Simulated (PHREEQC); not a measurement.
Solution (20 °C): 0.77 mol LiBr, 2.7 mol CaCl2 and 0.17 mol KBr per kg of water. Closed to the air; pH follows from the charge balance.

All values are PHREEQC results (Pitzer model, pitzer.dat), not measurements.

Precipitation was switched off in this run.

Task: Predict the activity of water, density, osmotic coefficient.

Result: activity of water 0.719; density 1.258 g/cm³; osmotic coefficient 1.835.
